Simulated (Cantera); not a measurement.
NO annealing gas

An isothermal, constant-pressure homogeneous reactor starts with NO : N2 = 1 : 0.57 (molar parts), at 1648 K and 1.01 bar.

Computed with Cantera and GRI-Mech 3.0 (53 species, 325 reactions).

| t (s) | x NO | x NO2 | x O | x N2 | x N2O | x O2 |
|---|---|---|---|---|---|---|
| 2.00e-6 | 0.637 | 4.31e-9 | 3.87e-8 | 0.363 | 4.30e-8 | 5.00e-12 |
| 5.73e-6 | 0.637 | 3.12e-8 | 9.19e-8 | 0.363 | 1.23e-7 | 3.63e-11 |
| 1.64e-5 | 0.637 | 1.87e-7 | 1.66e-7 | 0.363 | 3.52e-7 | 2.22e-10 |
| 4.70e-5 | 0.637 | 8.10e-7 | 2.03e-7 | 0.363 | 1.01e-6 | 1.05e-9 |
| 0.000135 | 0.637 | 2.70e-6 | 2.16e-7 | 0.363 | 2.86e-6 | 4.35e-9 |
| 0.000385 | 0.637 | 8.23e-6 | 2.50e-7 | 0.363 | 8.06e-6 | 2.18e-8 |
| 0.00110 | 0.637 | 2.48e-5 | 3.51e-7 | 0.363 | 2.20e-5 | 1.63e-7 |
| 0.00316 | 0.637 | 7.66e-5 | 6.46e-7 | 0.363 | 5.50e-5 | 1.99e-6 |
| 0.00906 | 0.636 | 0.000214 | 1.35e-6 | 0.363 | 0.000111 | 3.21e-5 |
| 0.0259 | 0.636 | 0.000346 | 1.97e-6 | 0.364 | 0.000150 | 0.000311 |
| 0.0743 | 0.634 | 0.000385 | 2.17e-6 | 0.365 | 0.000152 | 0.00133 |
| 0.213 | 0.628 | 0.000459 | 2.58e-6 | 0.368 | 0.000149 | 0.00424 |
| 0.610 | 0.611 | 0.000612 | 3.45e-6 | 0.376 | 0.000141 | 0.0123 |
| 1.75 | 0.568 | 0.000852 | 5.05e-6 | 0.397 | 0.000121 | 0.0336 |
| 5.00 | 0.472 | 0.00106 | 7.47e-6 | 0.445 | 8.29e-5 | 0.0815 |
x: mole fraction; the columns are a selection and need not sum to one.

Equilibrium at this temperature and pressure: NO 0.00271, NO2 1.19e-5, O 1.43e-5, N2 0.680, N2O 1.50e-7, O2 0.317 (gas phase only).
